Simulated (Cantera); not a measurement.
Input (Python, Cantera) and output of one run.

```python
import numpy as np
import cantera as ct

gas_names = [...]  # 136 gases of nasa_gas.yaml made of C, H, N, O
cond_names = """
    C(gr) C6H6(L) C7H8(L) C8H18(L),n-octa H2O(s) H2O(L)
""".split()


# ... load() reads the species with a 1 bar reference pressure and builds the phases ...
atoms = {
    'CH3OH': {'C': 1, 'H': 4, 'O': 1},
    'NH3': {'N': 1, 'H': 3},
    'N2': {'N': 2},
}
top_T = {'C(gr)': 4500}  # K; cautious upper limits of use, not melting points


# ... equilibrate(T, P, feed) seeds the gas with the atoms and calls Mixture.equilibrate('TP', solver="vcs", rtol=1e-11, max_steps=5000) ...
results = []
feed = {'CH3OH': 1, 'NH3': 0.032, 'N2': 3}  # mol
T = 2298  # K
P = 880000  # Pa
mix = equilibrate(T, P, feed)
results.append((T, P, feed, dict(zip(mix.species_names, mix.species_moles))))
print(gas.report(threshold=1e-05))
for i in range(1, mix.n_phases):
    print(f"{mix.phase(i).name:16s} {mix.phase_moles(i):12.5e} mol")
```

Result:

```
       temperature   2298 K
          pressure   8.8e+05 Pa
           density   0.88558 kg/m^3
  mean mol. weight   19.228 kg/kmol
   phase of matter   gas

                          1 kg             1 kmol
                     ---------------   ---------------
          enthalpy        2.4956e+06        4.7985e+07  J
   internal energy        1.5019e+06        2.8878e+07  J
           entropy             11811        2.2711e+05  J/K
    Gibbs function       -2.4647e+07       -4.7391e+08  J
 heat capacity c_p            1875.6             36063  J/K
 heat capacity c_v            1443.2             27749  J/K

                      mass frac. Y      mole frac. X     chem. pot. / RT
                     ---------------   ---------------   ---------------
                CO           0.23915           0.16417           -33.602
               CO2        0.00011783         5.148e-05            -60.77
                 H        9.8077e-05         0.0018708           -9.4243
               HCN        0.00081133        0.00057722            -28.83
               HNC        7.3733e-05        5.2458e-05            -28.83
                H2          0.035204           0.33576           -18.849
               H2O        0.00055225        0.00058943           -46.017
               NH3        1.3966e-05        1.5768e-05           -41.244
                N2           0.72397            0.4969           -25.943
     [ +127 minor]        1.1606e-05        1.1864e-05

C(gr)             0.00000e+00 mol
```

Method: chemical equilibrium by Gibbs-energy minimisation in Cantera with the NASA 1993 tables (ideal gas, pure condensed phases).
